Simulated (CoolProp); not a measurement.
Model: reference Helmholtz-energy equation of state, Gedanitz 2015, in CoolProp.

Task: Give the vapour pressure (bar), surface tension (mN/m), liquid conductivity (mW/(m K)) of saturated cyclopentane at 141.75, 148.65 °C.

Result: 
```csv
T (°C),p (bar),surface tension (mN/m),liquid conductivity (mW/(m K))
141.75,10.1,7.29,86.9
148.65,11.4,6.58,84.8
```

Thermal conductivity comes from a separate model (Vassiliou 2015). Surface tension comes from a separate correlation (Mulero 2014).
